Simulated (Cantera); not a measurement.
Feed: 1 mol HMDSO, 7.8 mol NO, 0.1 mol CO2, at 25.0 Pa.

Equilibrium computed with Cantera from the NASA thermochemical tables; the gas is ideal and each condensed phase is pure. Candidate condensed phases: C, C6H6, C7H8, C8H18, H2O, Si, SiC, SiO2, Si2N2O, Si3N4; 151 gas species. The feed counts by its element totals alone. Mutual solubility and eutectic melting of coexisting phases are not modelled. The tables hold silica as quartz up to 1696 K and as liquid above; real silica turns to tridymite and cristobalite and melts near 1996 K. The numbers say what is thermodynamically allowed, not how fast it happens.

What share of the Si ends up in condensed phases as a function of T (K), at 1348, 1398, 1448, 1498, 1548, 1598, 1648, 1698, 1748, 1798, 1848?


```json
[
 {"T (K)": "1348", "Si condensed (%)": "97.6", "as": "SiO2(β-quartz) + Si2N2O(s)"},
 {"T (K)": "1398", "Si condensed (%)": "87.7", "as": "SiO2(β-quartz) + Si2N2O(s)"},
 {"T (K)": "1448", "Si condensed (%)": "45.0", "as": "SiO2(β-quartz)"},
 {"T (K)": "1498", "Si condensed (%)": "44.9", "as": "SiO2(β-quartz)"},
 {"T (K)": "1548", "Si condensed (%)": "44.7", "as": "SiO2(β-quartz)"},
 {"T (K)": "1598", "Si condensed (%)": "44.0", "as": "SiO2(β-quartz)"},
 {"T (K)": "1648", "Si condensed (%)": "41.9", "as": "SiO2(β-quartz)"},
 {"T (K)": "1698", "Si condensed (%)": "36.1", "as": "SiO2(condensed)"},
 {"T (K)": "1748", "Si condensed (%)": "23.7", "as": "SiO2(condensed)"},
 {"T (K)": "1798", "Si condensed (%)": "1.2", "as": "SiO2(condensed)"},
 {"T (K)": "1848", "Si condensed (%)": "0.0", "as": "-"}
]
```
